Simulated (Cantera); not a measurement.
Mixture: CH4 : O2 : N2 = 1 : 3.64 : 13.7 (molar parts), equivalence ratio 0.55, at 1.00 bar, adiabatic and at constant volume. Ignition delay is the time to a rise of 400 K.

Detailed kinetics in Cantera: GRI-Mech 3.0 (53 species, 325 reactions).

**Question.** Predict: delay at 1300 K; delay at 1500 K; delay at 1700 K; delay at 1900 K; delay at 2100 K; apparent activation energy between 2000 and 2200 K.

**Answer.** 
- delay at 1300 K = 8.35 ms
- delay at 1500 K = 0.920 ms
- delay at 1700 K = 0.193 ms
- delay at 1900 K = 60.1 µs
- delay at 2100 K = 23.9 µs
- apparent activation energy between 2000 and 2200 K = 150 kJ/mol
